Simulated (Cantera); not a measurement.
## Si + HCl + H2 (chlorosilane synthesis and conversion)

Charge: 1 mol Si, 2.9 mol HCl, 14 mol H2, at 1.00 bar.

These are equilibrium values from Cantera (NASA tables, ideal gas, pure condensed phases), not measurements of a reactor. Candidate condensed phases: Si; 19 gas species. The tables' values for SiCl3, SiCl are old estimates; treat these amounts as uncertain. Gases not in the tables: Si2H6 and higher silanes. Rates play no part.

From 923 K to 1623 K the condensed part is Si(s). At 1723 K the condensed part is Si(l). The main Si-bearing gas is SiCl4 at 923 K and SiCl2 at 1723 K. The share of Si in condensed phases is highest at 1423 K (36.8 %) and lowest at 923 K (19.0 %).

```
T (K)   x H2    x HCl   x SiCl2   x SiCl4  x SiHCl3  n Si(s)  n Si(l)
-----  -----  -------  --------  --------  --------  -------  -------
923    0.945  0.00417   2.64e-5    0.0268    0.0217    0.190        0
1023   0.941   0.0101  0.000194    0.0258    0.0203    0.216        0
1123   0.933   0.0206  0.000956    0.0235    0.0183    0.256        0
1223   0.921   0.0359   0.00340    0.0194    0.0153    0.306        0
1323   0.906   0.0545   0.00896    0.0134    0.0113    0.348        0
1423   0.890   0.0719    0.0175   0.00711   0.00683    0.368        0
1523   0.879   0.0835    0.0260   0.00285   0.00337    0.367        0
1623   0.873   0.0890    0.0317  0.000969   0.00147    0.357        0
1723   0.869   0.0927    0.0342  0.000328  0.000633        0    0.362
```
x: gas mole fraction; n: condensed amount in mol.
